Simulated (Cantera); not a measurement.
An isothermal, constant-pressure homogeneous reactor starts with H2 : O2 : N2 = 0.64 : 1 : 4.7 (molar parts), at 1250 K and 100.0 Torr. Integrator tolerance rtol = 1e-08.

Detailed kinetics in Cantera: GRI-Mech 3.0 (53 species, 325 reactions). The temperature is held fixed by assumption; the heat of reaction is taken as removed at once.

Question: What does this change do: temperature 1250 to 825 K?

Answer: 
| quantity | before | after |
|---|---|---|
| x(H2) at 2.00 s | 5.21e-8 (gas-phase equilibrium 3.01e-8) | 0.0196 (gas-phase equilibrium <1e-12) |
| x(O2) at 2.00 s | 0.113 (gas-phase equilibrium 0.113) | 0.122 (gas-phase equilibrium 0.113) |
| x(NO) at 2.00 s | 7.42e-6 (gas-phase equilibrium 0.000207) | 3.34e-9 (gas-phase equilibrium 2.23e-6) |
| x(NO2) at 2.00 s | 1.90e-8 (gas-phase equilibrium 7.41e-7) | 1.86e-8 (gas-phase equilibrium 1.41e-7) |
| x(N2O) at 2.00 s | 6.30e-8 (gas-phase equilibrium 5.12e-9) | 1.21e-9 (gas-phase equilibrium 8.35e-11) |
| x(H2O2) at 2.00 s | 8.03e-10 (gas-phase equilibrium 4.80e-10) | 8.75e-5 (gas-phase equilibrium 2.45e-12) |
Radical loss at walls, strong at low pressure, is not modelled. Below about 950 K walls govern HO2 and H2O2 in real vessels.
